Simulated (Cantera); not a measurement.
Input: 1 mol TEOS, 0.32 mol O2, 47 mol H2, equilibrated at 4700 Pa.

Method: chemical equilibrium by Gibbs-energy minimisation in Cantera with the NASA 1993 tables (ideal gas, pure condensed phases). Candidate condensed phases: C, C6H6, C7H8, C8H18, H2O, Si, SiC, SiO2; 123 gas species. The feed counts by its element totals alone. The numbers say what is thermodynamically allowed, not how fast it happens.

At 873 K, list the 4 most abundant gas species with their mole fractions, and the condensed phases.

H2 0.937, CO 0.0370, CH4 0.0185, H2O 0.00693. Condensed: C(graphite) + SiO2(β-quartz).
